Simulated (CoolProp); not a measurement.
The fluoroketone C6F12O (FK-5-1-12) at several states: fugacity coefficient from the reference equation and from simpler models built on Tc = 441.8 K, pc = 1.869 MPa, ω = 0.471; each cubic takes its own stable root.

Model: reference Helmholtz-energy equation of state, McLinden 2015, in CoolProp.

| T (K) | p (MPa) | phase | reference | Redlich-Kwong | Soave-Redlich-Kwong |
|---|---|---|---|---|---|
| 412.6 | 4.08 | liquid | 0.2472 | 0.2917 | 0.2606 |
| 352.1 | 0.988 | liquid | 0.2450 | (withheld) | 0.2502 |
| 479.4 | 10.9 | supercritical | (withheld) | (withheld) | 0.3712 |
| 486.3 | 0.045 | gas | 0.9941 | 0.9938 | 0.9944 |
| 499.1 | 0.28 | gas | 0.9672 | 0.9646 | 0.9688 |

Question: Some entries are withheld; supply them.

Answer: 
- 352.1, Redlich-Kwong: 0.4029
- 479.4, reference: 0.3346
- 479.4, Redlich-Kwong: 0.3306
